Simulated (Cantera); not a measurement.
A closed system holds: 1 mol Fe2O3, 0.19 mol Cl2, 2.1 mol N2, held at 1000 K and 32.3 Torr.

Cantera equilibrium calculation (NASA polynomials, part measured and part estimated; ideal gas, pure solids and liquids). Candidate condensed phases: Fe, FeCl2, FeCl3, FeO, Fe2O3, Fe3O4; 19 gas species. Kinetics and transport are ignored.

Base state: N2 0.915, Cl2 0.0713, FeCl3 0.00715, O2 0.00571, Cl 0.000500, FeCl2 0.000460 (mole fractions); condensed: Fe2O3(s).

Task: What changes in the equilibrium state with this change: Fe2O3 replaced by MgO?

Result: 
| species | before | after |
|---|---|---|
| N2 | 0.915 | 0.916 |
| Cl2 | 0.0713 | 0.0817 |
| MgCl2 | 0 | 0.000981 |
| FeCl3 | 0.00715 | 0 |
| O2 | 0.00571 | 0.000489 |
| FeCl2 | 0.000460 | 0 |
| Cl | 0.000500 | 0.000535 |
| Fe2O3(s), mol | 0.991 | 0 |
| MgO(s), mol | 0 | 0.998 |
Further candidate phases: Mg, MgCl2, MgO.

Task: What changes in the equilibrium state with this change: Fe2O3 replaced by AlN?

Result: 
```tsv
species	before	after
N2	0.915	0.945
AlCl3	0	0.0553
Al2Cl6	0	1.31e-5
Cl2	0.0713	<1e-9
FeCl3	0.00715	0
O2	0.00571	0
FeCl2	0.000460	0
Cl	0.000500	1.75e-9
Fe2O3(s), mol	0.991	0
AlN(s), mol	0	0.873
```
Further candidate phases: Al, AlCl3, AlN.

Task: What changes in the equilibrium state with this change: pressure from 32.3 Torr to 750 Torr?

Result: 
| species | before | after |
|---|---|---|
| N2 | 0.915 | 0.916 |
| Cl2 | 0.0713 | 0.0753 |
| FeCl3 | 0.00715 | 0.00485 |
| O2 | 0.00571 | 0.00375 |
| Fe2Cl6 | 4.32e-6 | 4.61e-5 |
| FeCl2 | 0.000460 | 6.29e-5 |
| Cl | 0.000500 | 0.000107 |
| Fe2O3(s), mol | 0.991 | 0.994 |
